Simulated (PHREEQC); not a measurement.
Phosphoric acid bath: an equilibrium model

Dissolve 12 mmol/kgw KH2PO4, 1.8 mmol/kgw HCl and 0.00038 mmol/kgw H4SiO4 at 72 °C. Closed to the air; pH follows from the charge balance.

All values are PHREEQC results (ion-association model, phreeqc.dat), not measurements.

No solid was allowed to form.

Q: What pH does the model give?

A: pH 3.27.

Q: In which forms is P present?

A: H2PO4- 90 %, H3PO4 10 % of the P.

Complexes and solids missing from the database can't appear. Away from 25 °C the constants follow the database's enthalpies or fits; those with neither stay at their 25 °C values.
